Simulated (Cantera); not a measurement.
A closed system holds: 1 mol CH₃SiH₃, 0.024 mol C₂H₄, 1.6 mol H₂, at 10.0 Torr.

Method: chemical equilibrium by Gibbs-energy minimisation in Cantera with the NASA 1993 tables (ideal gas, pure condensed phases). Candidate condensed phases: C, C₆H₆, C₇H₈, C₈H₁₈, Si, SiC; 87 gas species. The feed counts by its element totals alone. Gases not in the tables: Si₂H₆ and higher silanes. Kinetics and transport are ignored.

log p: log10 of the partial pressure in bar; n: condensed amount in mol.

| T (K) | log p H₂ | log p H | log p Si | log p SiC₂ | log p Si₂C | n C(graphite) | n SiC(s) |
|---|---|---|---|---|---|---|---|
| 1625 | -1.88 | -5.09 | -8.73 | -11.06 | -11.15 | 0.0476 | 1.000 |
| 1725 | -1.88 | -4.67 | -7.77 | -9.80 | -9.92 | 0.0471 | 1.000 |
| 1825 | -1.88 | (withheld) | (withheld) | (withheld) | (withheld) | 0.0460 | 1.000 |
| 1925 | -1.88 | -3.96 | -6.15 | -7.69 | -7.85 | 0.0440 | 1.000 |
| 2025 | -1.88 | -3.66 | -5.46 | -6.79 | -6.97 | 0.0410 | 0.999 |
| 2125 | -1.89 | -3.38 | -4.83 | -5.98 | -6.18 | 0.0381 | 0.994 |
| 2225 | -1.90 | -3.14 | -4.27 | -5.24 | -5.46 | 0.0413 | 0.975 |
| 2325 | -1.93 | (withheld) | (withheld) | (withheld) | (withheld) | (withheld) | 0.909 |
| 2425 | -1.97 | -2.73 | -3.27 | -3.96 | -4.21 | 0.182 | 0.686 |
| 2525 | -2.06 | -2.58 | -2.87 | -3.42 | -3.72 | 0.511 | 0 |

Complete the blanks.


- 1825, log p H: -4.29
- 1825, log p Si: -6.91
- 1825, log p SiC₂: -8.69
- 1825, log p Si₂C: -8.83
- 2325, log p H: -2.92
- 2325, log p Si: -3.75
- 2325, log p SiC₂: -4.57
- 2325, log p Si₂C: -4.81
- 2325, n C(graphite): 0.0700
